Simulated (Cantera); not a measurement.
An adiabatic, constant-volume homogeneous reactor starts with CH4 : O2 : N2 : CO2 = 2.6 : 1.54 : 5.78 : 1.2 (molar parts), equivalence ratio 3.4, at 1623 K and 0.987 atm.

Model: GRI-Mech 3.0 (53 species, 325 reactions), integrated in Cantera.

One state of this run: T (K) = 2121; P (bar) = 1.71; x CH4 = 0.00200; x O2 = 4.80e-8; x CO2 = 0.0207; x C2H4 = 1.18e-5; x CH3 = 0.000214; x NO2 = 1.68e-11; x C2H2 = 0.00570. x: mole fraction; the columns are a selection and need not sum to one.

### Question
Which value of t (s) does it belong to?
(A) 0.000612
(B) 0.00572
(C) 0.0254
(D) 0.00272

### Answer
B, 0.00572
